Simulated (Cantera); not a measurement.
What does this Cantera script print?

```python
import numpy as np
import cantera as ct

gas_names = """
    Ca CaCL CaCL2 CaO CaOH CaO2H2 Ca2 CL CLO CL2 H HCL HOCL HO2 H2 H2O H2O2 O OH O2 O3
""".split()
cond_names = """
    Ca(a) Ca(b) Ca(L) CaCL2(s) CaCL2(L) CaO(s) CaO(L) CaO2H2(s) H2O(s) H2O(L)
""".split()


# ... load() reads the species with a 1 bar reference pressure and builds the phases ...
atoms = {
    'CaO': {'Ca': 1, 'O': 1},
    'HCl': {'H': 1, 'CL': 1},
}
top_T = {}  # K; cautious upper limits of use, not melting points


# ... equilibrate(T, P, feed) seeds the gas with the atoms and calls Mixture.equilibrate('TP', solver="vcs", rtol=1e-11, max_steps=5000) ...
results = []
feed = {'CaO': 1, 'HCl': 90}  # mol
P = 133.322  # Pa
for T in [898, 923, 948, 973, 998, 1023, 1048, 1073, 1098, 1123, 1148]:
    mix = equilibrate(T, P, feed)
    results.append((T, P, feed, dict(zip(mix.species_names, mix.species_moles))))
    x = sorted(zip(gas.X, gas.species_names), reverse=True)
    print(f"T = {T:g} K  P = {P:g} Pa  gas = {mix.phase_moles(0):.4g} mol")
    print("   x: " + "  ".join(f"{s} {v:.3e}" for v, s in x if v > 0.001))
    print("   condensed (mol): " + ("  ".join(f"{mix.phase(i).name} {mix.phase_moles(i):.4g}"
          for i in range(1, mix.n_phases) if mix.phase_moles(i) > 1e-12) or "none"))
```

It prints:

```
T = 898 K  P = 133.322 Pa  gas = 89 mol
   x: HCL 9.888e-01  H2O 1.124e-02
   condensed (mol): CaCL2(s) 1
T = 923 K  P = 133.322 Pa  gas = 89 mol
   x: HCL 9.888e-01  H2O 1.124e-02
   condensed (mol): CaCL2(s) 0.9999
T = 948 K  P = 133.322 Pa  gas = 89 mol
   x: HCL 9.887e-01  H2O 1.124e-02
   condensed (mol): CaCL2(s) 0.9998
T = 973 K  P = 133.322 Pa  gas = 89 mol
   x: HCL 9.887e-01  H2O 1.124e-02
   condensed (mol): CaCL2(s) 0.9995
T = 998 K  P = 133.322 Pa  gas = 89 mol
   x: HCL 9.887e-01  H2O 1.124e-02
   condensed (mol): CaCL2(s) 0.9986
T = 1023 K  P = 133.322 Pa  gas = 89 mol
   x: HCL 9.887e-01  H2O 1.124e-02
   condensed (mol): CaCL2(s) 0.9966
T = 1048 K  P = 133.322 Pa  gas = 89.01 mol
   x: HCL 9.886e-01  H2O 1.123e-02
   condensed (mol): CaCL2(L) 0.9919
T = 1073 K  P = 133.322 Pa  gas = 89.02 mol
   x: HCL 9.885e-01  H2O 1.123e-02
   condensed (mol): CaCL2(L) 0.9829
T = 1098 K  P = 133.322 Pa  gas = 89.04 mol
   x: HCL 9.882e-01  H2O 1.123e-02
   condensed (mol): CaCL2(L) 0.965
T = 1123 K  P = 133.322 Pa  gas = 89.07 mol
   x: HCL 9.878e-01  H2O 1.123e-02
   condensed (mol): CaCL2(L) 0.9307
T = 1148 K  P = 133.322 Pa  gas = 89.14 mol
   x: HCL 9.870e-01  H2O 1.122e-02  CaCL2 1.490e-03
   condensed (mol): CaCL2(L) 0.8672
```

Equilibrium computed with Cantera from the NASA thermochemical tables; the gas is ideal and each condensed phase is pure. Condensed phases not in the tables: oxide chlorides.
